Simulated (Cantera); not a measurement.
# Equilibrium for metals in furnace atmospheres: Cu + CO2 + CO

Input: 1 mol Cu, 0.13 mol CO2, 4.3 mol CO, at 1100 K and 1 atm.

Cantera equilibrium calculation (NASA polynomials, part measured and part estimated; ideal gas, pure solids and liquids). Candidate condensed phases: C, Cu, CuO, Cu2O; 15 gas species. Rates play no part.

```json
{
 "x(CO)": "0.924",
 "x(CO2)": "0.0763",
 "n(C(graphite))": "0.193 mol",
 "n(Cu(s))": "1.00 mol",
 "gas_amount": "4.237 mol"
}
```
